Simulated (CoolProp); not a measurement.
Model: reference Helmholtz-energy equation of state, Thol 2016, in CoolProp.

Question: For hexamethyldisiloxane (MM), give the phase and the density (kg/m³), cv (kJ/(kg K)), Joule-Thomson coefficient (K/MPa), isothermal compressibility (1/MPa) at 346.85 °C and 4.83 bar; 346.85 °C and 9.66 bar.

Answer: 
- 346.85 °C and 4.83 bar: gas; density 16.0, cv 2.22, Joule-Thomson coefficient 5.54, isothermal compressibility 2.17
- 346.85 °C and 9.66 bar: gas; density 33.6, cv 2.23, Joule-Thomson coefficient 5.84, isothermal compressibility 1.14
